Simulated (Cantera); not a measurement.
A closed system holds: 1 mol toluene, 0.0068 mol O2, 0.21 mol N2, at 96.0 bar.

Equilibrium computed with Cantera from the NASA thermochemical tables; the gas is ideal and each condensed phase is pure. Candidate condensed phases: C, C6H6, C7H8, C8H18, H2O; 136 gas species. The ideal-gas law is rough above about 30 bar. Kinetics and transport are ignored.

Q: At 1202 °C, list the 5 most abundant gas species with their mole fractions, and the condensed phases.

A: H2 0.771, CH4 0.166, N2 0.0574, CO 0.00326, NH3 0.00104. Condensed: C(graphite).
